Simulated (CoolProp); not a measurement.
Sulfur hexafluoride along the isotherm 302 K: fugacity coefficient from the reference equation and from simpler models built on Tc = 318.7 K, pc = 3.755 MPa, ω = 0.210; each cubic takes its own stable root.

Model: reference Helmholtz-energy equation of state, Guder 2009, in CoolProp.

```
p (MPa)   phase  reference  Redlich-Kwong  Soave-Redlich-Kwong
-------  ------  ---------  -------------  -------------------
0.0594      gas     0.9937         0.9937               0.9936
0.113       gas     0.9880         0.9881               0.9878
0.213       gas     0.9774         0.9775               0.9771
0.404       gas     0.9573         0.9575               0.9567
0.767       gas     0.9191         0.9198               0.9182
1.45        gas     0.8477         0.8495               0.8466
2.76     liquid     0.6849         0.7124               0.6908
5.22     liquid     0.4024         0.4263               0.4117
9.9      liquid     0.2560         0.2764               0.2661
18.8     liquid     0.1885         0.2071               0.1988
```
